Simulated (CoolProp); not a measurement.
Computed with CoolProp (reference Helmholtz-energy equation of state, McLinden 2015).

**Question.** For the fluoroketone C6F12O (FK-5-1-12), give the phase and the cv (kJ/(kg K)) at 373 K and 0.101 MPa; 412.1 K and 0.101 MPa; 460.9 K and 0.101 MPa.

**Answer.** 
- 373 K and 0.101 MPa: gas; cv 0.907
- 412.1 K and 0.101 MPa: gas; cv 0.947
- 460.9 K and 0.101 MPa: gas; cv 0.998
